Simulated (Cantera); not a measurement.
## Ignition delay

Mixture: CH4 : O2 : N2 = 1 : 1.43 : 5.37 (molar parts), equivalence ratio 1.4, at 3200000 Pa, adiabatic and at constant pressure. Ignition delay is the time to a rise of 400 K.

Computed with Cantera and GRI-Mech 3.0 (53 species, 325 reactions). The pressure lies above the range GRI-Mech 3.0 was tuned for (to about 10 atm).

```tsv
T0 (K)	delay (ms)
1050	11.5
1100	5.40
1150	2.73
1200	1.47
1250	0.829
1300	0.485
1350	0.292
1400	0.180
1450	0.113
```

The apparent activation energy between 1350 and 1450 K is 150 kJ/mol.
